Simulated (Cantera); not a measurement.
An adiabatic, constant-volume homogeneous reactor starts with H₂ : O₂ : N₂ = 1 : 0.806 : 3.03 (molar parts), at 975 K and 3.85 atm.

Cantera simulation using the H2/O2 subset of GRI-Mech 3.0, which has no nitrogen chemistry; the numbers are that mechanism's predictions, not measurements. The hydrogen kinetics of GRI-Mech 3.0 are dated; newer H2 mechanisms differ, most at raised pressure.

**Question.** Predict: time of steepest temperature rise; temperature at 5.00 s; equilibrium temperature; x(H₂) at 5.00 s; x(O₂) at 5.00 s; x(OH) at 5.00 s; x(O) at 5.00 s; x(H) at 5.00 s; x(HO₂) at 5.00 s.

**Answer.** 
```
Property                                                             Value
---------------------------------  ---------------------------------------
time of steepest temperature rise                                  26.0 ms
temperature at 5.00 s                                               2678 K
equilibrium temperature                                             2678 K
x(H₂) at 5.00 s                    0.00361 (gas-phase equilibrium 0.00361)
x(O₂) at 5.00 s                      0.0669 (gas-phase equilibrium 0.0669)
x(OH) at 5.00 s                      0.0153 (gas-phase equilibrium 0.0153)
x(O) at 5.00 s                     0.00274 (gas-phase equilibrium 0.00274)
x(H) at 5.00 s                     0.00101 (gas-phase equilibrium 0.00101)
x(HO₂) at 5.00 s                   2.42e-5 (gas-phase equilibrium 2.42e-5)
```
